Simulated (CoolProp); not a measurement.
Properties of n-undecane along the isotherm 620 K (Tc = 638.8 K, pc = 1990 kPa, ω = 0.539).

Values from CoolProp's reference Helmholtz-energy equation of state, Aleksandrov 2011. It is a short technical equation, of lower accuracy than the large ones.

```tsv
p (kPa)	phase	Joule-Thomson coefficient (K/MPa)	expansivity (1/kK)	fugacity coefficient
31.5	gas	9.127	1.654	0.9931
53.1	gas	9.193	1.683	0.9884
89.6	gas	9.307	1.734	0.9805
151	gas	9.509	1.826	0.9673
255	gas	9.880	1.998	0.9450
431	gas	10.61	2.352	0.9077
727	gas	12.24	3.226	0.8460
1230	gas	17.95	7.134	0.7423
2070	liquid	1.898	6.438	0.5221
3490	liquid	0.8636	3.800	0.3425
5900	liquid	0.3805	2.599	0.2379
9950	liquid	0.1015	1.885	0.1820
```
